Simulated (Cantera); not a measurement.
Feed: 1 mol Si, a varied amount of NF3, equilibrated at 775 K and 2.85 Torr.

These are equilibrium values from Cantera (NASA tables, ideal gas, pure condensed phases), not measurements of a reactor. Candidate condensed phases: Si, Si3N4; 16 gas species. Equilibrium is a limit: real reactors are often held back by kinetics, nucleation or transport.

log p: log10 of the partial pressure in bar; n: condensed amount in mol.

| n(NF3) (mol) | log p SiF4 | log p F2 | log p N2 | log p F | log p NF3 | log p SiF3 | log p NF2 | n Si3N4(s) |
|---|---|---|---|---|---|---|---|---|
| 0.69 | -2.44 | <-14 | -3.79 | <-14 | <-14 | -9.03 | <-14 | 0.161 |
| 0.85 | -2.53 | <-14 | -3.07 | <-14 | <-14 | -9.22 | <-14 | 0.121 |
| 1 | -2.58 | <-14 | -2.93 | <-14 | <-14 | -9.28 | <-14 | 0.0833 |
| 1.3 | -2.64 | <-14 | -2.82 | <-14 | <-14 | -9.34 | <-14 | 0.00833 |
| 1.5 | -2.73 | -3.40 | -2.85 | -3.95 | -4.95 | <-14 | [?] | 0 |
| 1.9 | -2.87 | -3.00 | -2.90 | -3.75 | -4.38 | <-14 | [?] | 0 |
| 2.3 | -2.98 | -2.88 | -2.93 | -3.69 | -4.20 | <-14 | [?] | 0 |
| 2.8 | -3.09 | -2.80 | -2.96 | -3.65 | -4.10 | <-14 | -9.19 | 0 |
| 3.5 | -3.20 | -2.75 | -2.98 | -3.63 | -4.03 | <-14 | -9.15 | 0 |
| 4.2 | -3.29 | -2.72 | -2.99 | -3.61 | -3.99 | <-14 | -9.12 | 0 |

What belongs in the gaps?


- 1.5, log p NF2: -9.74
- 1.9, log p NF2: -9.37
- 2.3, log p NF2: -9.26
